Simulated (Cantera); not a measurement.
**Pyrogenic steam for wet oxidation**

An isothermal, constant-pressure homogeneous reactor starts with H₂ : O₂ : N₂ = 1.7 : 1 : 0.94 (molar parts), equivalence ratio 0.85, at 1000 K and 23000 Pa.

Model: the H2/O2 subset of GRI-Mech 3.0, which has no nitrogen chemistry, integrated in Cantera. The temperature is held fixed by assumption; the heat of reaction is taken as removed at once.

| t (s) | x H₂ | x O₂ | x OH | x H₂O₂ | x O | x H | x H₂O |
|---|---|---|---|---|---|---|---|
| 2.00e-6 | 0.467 | 0.275 | <1e-12 | <1e-12 | 1.32e-12 | 4.22e-11 | 1.02e-12 |
| 1.83e-5 | 0.467 | 0.275 | 1.92e-11 | <1e-12 | 5.39e-11 | 5.27e-10 | 2.38e-10 |
| 0.000168 | 0.467 | 0.275 | 4.98e-8 | 5.60e-10 | 1.47e-7 | 1.26e-6 | 1.72e-6 |
| 0.00154 | 0.0130 | 0.0598 | 0.000159 | 5.31e-6 | 9.94e-5 | 0.000211 | 0.592 |
| 0.0141 | 0.00649 | 0.0568 | 3.99e-6 | 2.71e-5 | 1.94e-6 | 2.67e-6 | 0.601 |
| 0.130 | 0.00222 | 0.0548 | 2.27e-6 | 1.35e-5 | 5.70e-7 | 5.70e-7 | 0.606 |
| 1.19 | 0.000152 | 0.0538 | 3.85e-7 | 2.65e-7 | 1.07e-8 | 7.73e-9 | 0.609 |
| 10.9 | 3.26e-6 | 0.0538 | 8.87e-8 | 7.60e-10 | 7.32e-11 | 4.64e-11 | 0.609 |
| 100 | 4.93e-10 | 0.0538 | 2.81e-7 | 1.77e-10 | 7.08e-11 | <1e-12 | 0.609 |
x: mole fraction; the columns are a selection and need not sum to one.

Equilibrium at this temperature and pressure: H₂ 4.82e-10, O₂ 0.0538, OH 2.92e-7, H₂O₂ 1.91e-10, O 7.65e-11, H <1e-12, H₂O 0.609 (gas phase only).
